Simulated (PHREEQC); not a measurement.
Consider water at 44 °C with 0.0098 mol HF, 1e-06 mol (NH4)2SiF6, 0.00037 mol H3BO3 and 4.1e-06 mol H2SO4 per kg of water. Closed to the air; pH follows from the charge balance.

Computed with PHREEQC (ion-association model, wateq4f.dat).

```
Quantity                   Result
----------------  ---------------
pH                           2.71
ionic strength    0.00206 mol/kgw
total alkalinity     -9.81 meq/kg
```

```csv
species,molality,activity,log γ
HF,0.00664,0.00664,0.000
H+,0.00206,0.00196,-0.021
F-,0.00167,0.00159,-0.023
BF4-,0.000298,0.000283,-0.023
H2F2,5.65e-5,5.65e-5,0.000
HF2-,4.73e-5,4.49e-5,-0.023
H3BO3,3.77e-5,3.77e-5,0.000
BF3OH-,2.41e-5,2.29e-5,-0.023
BF2(OH)2-,9.83e-6,9.32e-6,-0.023
```

No solid was allowed to form. Complexes and solids missing from the database can't appear. Away from 25 °C the constants follow the database's enthalpies or fits; those with neither stay at their 25 °C values. SiF6-2 is the database's only silicon fluoride. Real BF4- forms and hydrolyses slowly; the run takes it at equilibrium.
